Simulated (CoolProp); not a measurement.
A closed Brayton cycle with carbon dioxide: compressor inlet 321.15 K and 9.1 MPa, high pressure 26.7 MPa, turbine inlet 750 K, compressor efficiency 0.8, turbine efficiency 0.93, recuperator effectiveness 0.95 (on enthalpy, no pinch check). Each further row changes one setting.

Computed with CoolProp (reference Helmholtz-energy equation of state, Span 1996).

```csv
case,thermal efficiency (%),net work (kJ/kg),compressor to turbine work,compressor exit (K),turbine exit (K)
as stated,?,78.6,0.39,399.6,624.5
turbine inlet 700 K,30.6,68.1,0.43,399.6,579.2
compressor inlet 331.15 K,?,68.5,?,?,624.5
high pressure 22.7 MPa,33.0,70.4,?,?,?
recuperator effectiveness 0.5,22.2,78.6,0.39,399.6,624.5
```

Q: Some entries are withheld; supply them.

A: 
- as stated, thermal efficiency (%): 33.3
- compressor inlet 331.15 K, thermal efficiency (%): 31.1
- compressor inlet 331.15 K, compressor to turbine work: 0.47
- compressor inlet 331.15 K, compressor exit (K): 422.9
- high pressure 22.7 MPa, compressor to turbine work: 0.37
- high pressure 22.7 MPa, compressor exit (K): 387.3
- high pressure 22.7 MPa, turbine exit (K): 642.9
